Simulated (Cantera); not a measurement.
# C2F6 + F2 + H2 (fluorocarbon and chlorocarbon gases)

Feed: 1 mol C2F6, 0.063 mol F2, a varied amount of H2, held at 2352 °C and 71.0 mbar.

Method: chemical equilibrium by Gibbs-energy minimisation in Cantera with the NASA 1993 tables (ideal gas, pure condensed phases). Candidate condensed phases: C, C6H6, C7H8, C8H18; 95 gas species. The feed counts by its element totals alone. The tables' values for C2F4 are old estimates; treat these amounts as uncertain. Gases not in the tables: C2F6 and larger saturated fluorocarbons. The numbers say what is thermodynamically allowed, not how fast it happens.

```tsv
n(H2) (mol)	x HF	x H2	x CF2	x F	x H	x CF4	x CF	x CF3	n C(graphite)
0.4	0.200	7.24e-8	0.399	0.337	4.29e-5	0.0366	0.0159	0.0115	0.148
0.57	0.272	1.50e-7	0.356	0.318	6.18e-5	0.0291	0.0150	0.00972	0.284
0.8	0.361	3.10e-7	0.303	0.294	8.88e-5	0.0211	0.0138	0.00764	0.467
1.1	0.464	6.44e-7	0.242	0.263	0.000128	0.0134	0.0124	0.00545	0.705
1.6	0.615	1.76e-6	0.156	0.211	0.000211	0.00557	0.00991	0.00282	1.09
2.2	0.774	5.94e-6	0.0728	0.144	0.000388	0.00122	0.00678	0.000901	1.53
3.1	0.978	0.00432	0.000160	0.00675	0.0105	5.88e-9	0.000318	9.27e-8	1.99
4.3	0.806	0.132	3.55e-6	0.00101	0.0579	2.90e-12	4.74e-5	3.07e-10	1.96
6.1	0.640	0.271	1.09e-6	0.000558	0.0830	<1e-12	2.62e-5	5.22e-11	1.90
8.5	0.503	0.390	4.68e-7	0.000366	0.0995	<1e-12	1.72e-5	1.47e-11	1.82
12	0.384	0.495	2.15e-7	0.000247	0.112	<1e-12	1.16e-5	4.56e-12	1.70
```
x: gas mole fraction; n: condensed amount in mol.

From 0.4 mol H2 to 12 mol H2 the condensed part is C(graphite). The main C-bearing gas is CF2 at 0.4 mol H2 and C2H2 (acetylene) at 12 mol H2. The share of C in condensed phases is highest at 3.1 mol H2 (99.7 %) and lowest at 0.4 mol H2 (7.4 %).
